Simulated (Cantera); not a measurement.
## Equilibrium for carbothermic reduction: Fe2O3 + CH4 + H2

Input: 1 mol Fe2O3, 0.31 mol CH4, 0.43 mol H2, held at 0.750 Torr.

Cantera equilibrium calculation (NASA polynomials, part measured and part estimated; ideal gas, pure solids and liquids). Candidate condensed phases: C, C6H6, C7H8, C8H18, Fe, Fe(CO)5, FeO, Fe(OH)2, Fe(OH)3, Fe2O3, Fe3O4, H2O; 114 gas species. The tables' stoichiometric FeO is somewhat more stable than real wüstite, so its field is too wide. FeO: taken at fixed stoichiometry. Rates play no part.

| T (K) | x H2O | x Fe | x H2 | x CO | x O2 | x CO2 | x FeO | x O | x H | x OH | n FeO(l) |
|---|---|---|---|---|---|---|---|---|---|---|---|
| 1750 | 0.445 | 0.00462 | 0.319 | 0.163 | 2.16e-6 | 0.0629 | 6.45e-5 | 3.48e-6 | 0.00416 | 0.000340 | 1.99 |
| 1800 | 0.448 | 0.00931 | 0.311 | 0.163 | 6.02e-6 | 0.0616 | 0.000157 | 9.44e-6 | 0.00631 | 0.000601 | 1.99 |
| 1850 | 0.451 | 0.0177 | 0.298 | 0.162 | 1.65e-5 | 0.0610 | 0.000362 | 2.48e-5 | 0.00930 | 0.00104 | 1.97 |
| 1900 | 0.455 | 0.0315 | 0.278 | 0.158 | 4.54e-5 | 0.0612 | 0.000797 | 6.36e-5 | 0.0132 | 0.00178 | 1.95 |
| 1950 | 0.460 | 0.0521 | 0.251 | 0.150 | 0.000129 | 0.0627 | 0.00168 | 0.000162 | 0.0182 | 0.00302 | 1.92 |
| 2000 | 0.465 | 0.0797 | 0.216 | 0.140 | 0.000384 | 0.0656 | 0.00341 | 0.000415 | 0.0239 | 0.00513 | 1.87 |
| 2050 | 0.466 | 0.113 | 0.177 | 0.126 | 0.00121 | 0.0697 | 0.00668 | 0.00107 | 0.0302 | 0.00870 | 1.81 |
| 2100 | 0.459 | 0.150 | 0.137 | 0.109 | 0.00395 | 0.0742 | 0.0126 | 0.00276 | 0.0364 | 0.0146 | 1.72 |
| 2150 | 0.431 | 0.193 | 0.100 | 0.0905 | 0.0127 | 0.0762 | 0.0231 | 0.00697 | 0.0422 | 0.0235 | 1.60 |
| 2200 | 0.365 | 0.250 | 0.0684 | 0.0697 | 0.0371 | 0.0705 | 0.0411 | 0.0165 | 0.0466 | 0.0347 | 1.36 |
| 2250 | 0.239 | 0.339 | 0.0387 | 0.0447 | 0.0915 | 0.0507 | 0.0711 | 0.0353 | 0.0462 | 0.0429 | 0.664 |
| 2300 | 0.162 | 0.384 | 0.0303 | 0.0365 | 0.123 | 0.0348 | 0.0762 | 0.0550 | 0.0533 | 0.0458 | 0 |
x: gas mole fraction; n: condensed amount in mol.

From 1750 K to 2250 K the condensed part is FeO(l). At 2300 K nothing is condensed. The main Fe-bearing gas is Fe throughout. The share of Fe in condensed phases is highest at 1750 K (99.7 %) and lowest at 2300 K (0.0 %).
